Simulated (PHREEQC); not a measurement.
Model water analysis in mg/L, 25 °C, pH 6.45, pe 8.3: Na 0.434; K 0.00879; Ca 0.195; Mg 0.0252; Cl 0.0687; S(6) as SO4 0.919; Alkalinity as HCO3 0.647; Pb 0.0116; Ba 0.000699; Cd 0.00463.

Valence states are taken as typed.

All values are PHREEQC results (ion-association model, phreeqc.dat), not measurements.

Each row changes one thing in this solution. This is a speciation only: nothing precipitates in the calculation.

```tsv
case	HCO3- (mol/kgw)	CO2 (mol/kgw)	Pb+2 (mol/kgw)	CaSO4 (mol/kgw)	PbOH+ (mol/kgw)	MgSO4 (mol/kgw)	SI of Pb(OH)2 (Pb(OH)2)	SI of Cerussite (PbCO3)
as made	1.09e-5	8.64e-6	5.13e-8	7.74e-9	2.75e-9	2.17e-9	-2.55	-3.02
S(6) from 0.919 to 2.76 mg/L	1.09e-5	(withheld)	5.09e-8	2.27e-8	2.71e-9	6.36e-9	-2.56	-3.03
temperature from 25 to 10 °C at the same typed pH	1.09e-5	1.12e-5	5.17e-8	6.89e-9	2.77e-9	1.45e-9	(withheld)	(withheld)
pH from 6.45 to 6.95 at the same alkalinity	1.06e-5	2.65e-6	4.45e-8	7.74e-9	7.55e-9	2.17e-9	-1.62	(withheld)
pH from 6.45 to 5.5 at the same alkalinity	1.38e-5	9.72e-5	5.46e-8	7.72e-9	3.29e-10	2.17e-9	-4.43	-3.84
K from 0.00879 to 0.0264 mg/L	1.09e-5	8.64e-6	5.13e-8	7.74e-9	2.75e-9	2.17e-9	-2.55	-3.02
```

Problem. Some entries are withheld; supply them.

Solution. 
- S(6) from 0.919 to 2.76 mg/L, CO2 (mol/kgw): 8.62e-6
- temperature from 25 to 10 °C at the same typed pH, SI of Pb(OH)2 (Pb(OH)2): -3.09
- temperature from 25 to 10 °C at the same typed pH, SI of Cerussite (PbCO3): -2.98
- pH from 6.45 to 6.95 at the same alkalinity, SI of Cerussite (PbCO3): -2.59

Species that the database lacks are ignored. Away from 25 °C the constants follow the database's enthalpies or fits; those with neither stay at their 25 °C values.
